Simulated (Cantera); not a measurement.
Input: 1 mol CuO, 0.68 mol CO, 1.1 mol H2, equilibrated at 0.00470 bar.

Method: chemical equilibrium by Gibbs-energy minimisation in Cantera with the NASA 1993 tables (ideal gas, pure condensed phases). Candidate condensed phases: C, C6H6, C7H8, C8H18, Cu, CuO, Cu(OH)2, Cu2O, H2O; 113 gas species. The numbers say what is thermodynamically allowed, not how fast it happens.

x: gas mole fraction; n: condensed amount in mol.

```csv
T (K),x H2O,x Cu,x H2,x CO2,x CO,x H,x OH,x O,x O2,n Cu(s),n Cu(l)
1023,0.332,8.18e-9,0.286,0.230,0.152,3.23e-8,9.85e-11,<1e-12,<1e-12,1.00,0
1173,0.361,…,…,…,…,…,…,<1e-12,<1e-12,1.000,0
1323,0.383,5.71e-5,0.235,0.179,0.203,1.12e-5,2.64e-7,1.20e-11,9.51e-12,1.000,0
1473,0.399,0.00110,0.218,0.162,0.219,8.62e-5,4.10e-6,1.42e-9,1.22e-9,0,0.998
1623,0.407,0.0118,0.203,0.148,0.229,0.000455,3.81e-5,7.02e-8,6.39e-8,0,0.979
1773,0.385,0.0839,0.179,0.128,0.221,0.00176,0.000234,1.80e-6,1.72e-6,0,0.836
1923,0.273,0.357,0.119,0.0850,0.159,0.00474,0.000936,2.78e-5,2.78e-5,0,0
2073,0.272,0.356,0.113,0.0806,0.162,0.0129,0.00353,0.000290,0.000299,0,0
2223,0.259,0.350,0.106,…,0.164,…,…,…,…,0,0
2373,0.221,0.336,0.104,0.0612,0.168,0.0656,0.0248,0.0106,0.00933,0,0
2523,0.152,0.309,0.103,0.0403,0.170,0.130,0.0410,0.0340,0.0207,0,0
```

Task: Some entries are withheld; supply them.

Result: 
- 2223, x CO2: 0.0745
- 2223, x H: 0.0305
- 2223, x OH: 0.0107
- 2223, x O: 0.00213
- 2223, x O2: 0.00218
- 1173, x Cu: 1.22e-6
- 1173, x H2: 0.257
- 1173, x CO2: 0.201
- 1173, x CO: 0.181
- 1173, x H: 8.71e-7
- 1173, x OH: 8.45e-9
